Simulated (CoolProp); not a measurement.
A Linde-Hampson liquefier for methane: isothermal reversible compression at 290 K from 1 atm to 30 MPa, throttling to 1 atm, return gas leaving the recuperator 5 K below the feed. Each further row changes one setting.

Values from CoolProp's reference Helmholtz-energy equation of state, Setzmann 1991.

```tsv
case	liquid yield per pass	compression work (kJ/kg of gas)
as stated	…	798
high pressure 60 MPa	…	912
warm-end temperature 320 K	…	…
warm-end gap 10 K	…	798
```

Task: Some entries are withheld; supply them.

Result: 
- as stated, liquid yield per pass: 0.246
- high pressure 60 MPa, liquid yield per pass: 0.252
- warm-end temperature 320 K, liquid yield per pass: 0.190
- warm-end temperature 320 K, compression work (kJ/kg of gas): 903
- warm-end gap 10 K, liquid yield per pass: 0.237
